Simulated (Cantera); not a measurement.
**Stirred combustor or abatement burner**

A perfectly stirred reactor is fed with 2.54 % CO, 0.966 % H2, 1.45 % CH4, 8.47 % O2, 84.7 % N2, 1.91 % CO2, equivalence ratio 0.55, at 150000 Pa; it is adiabatic with a 725 K inlet, and is followed from long to short residence time, starting on the burning branch (τ in s: 0.15, 0.039, 0.01, 0.0026, 0.00068, 0.00018, 4.6e-05, 1.2e-05, 3.1e-06).

Detailed kinetics in Cantera: GRI-Mech 3.0 (53 species, 325 reactions).

```csv
τ (s),T (K),x CO,x H2,x CH4,x N2O,x NO2
0.15,1343,0.000527,3.79e-5,1.59e-5,1.28e-6,1.74e-8
0.039,1335,0.00135,9.79e-5,3.85e-5,1.03e-6,7.75e-9
0.010,1314,0.00357,0.000262,0.000100,7.14e-7,3.50e-9
0.0026,725,0.0254,0.00966,0.0145,<1e-12,<1e-12
0.00068,725,0.0254,0.00966,0.0145,<1e-12,<1e-12
0.00018,725,0.0254,0.00966,0.0145,<1e-12,<1e-12
4.6e-5,725,0.0254,0.00966,0.0145,<1e-12,<1e-12
1.2e-5,725,0.0254,0.00966,0.0145,<1e-12,<1e-12
3.1e-6,725,0.0254,0.00966,0.0145,<1e-12,<1e-12
```
x: mole fraction; the columns are a selection and need not sum to one.
